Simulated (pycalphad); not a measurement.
**Effect of Ti content in Si-Ti**

Computed with pycalphad from the COST 507 light-alloy database (1999), at 1 atm. The database dates from 1999; later assessments differ in places, in temperatures and in the compounds included. Phase fractions are per mole of atoms. Diffusion is slow at the low end, where real alloys seldom reach equilibrium.

Q: One of these alloys has its liquidus at 2214 K, its solidus at 1843 K, and holds SITI 0.71, SI4TI5 0.29 at 600 K. Which?
A) Si-51.6Ti (at.%)
B) Si-8.6Ti (at.%)
C) Si-25.8Ti (at.%)
D) Si-17.2Ti (at.%)

A: A, Si-51.6Ti (at.%). The others: Si-8.6Ti (at.%), liquidus 1672, solidus 1604; Si-17.2Ti (at.%), liquidus 1622, solidus 1604; Si-25.8Ti (at.%), liquidus 1707, solidus 1604

Database names, with the compositions (at.%) that they take in these runs: SI4TI5: Ti 56 Si 44; SITI: Si 50 Ti 50.
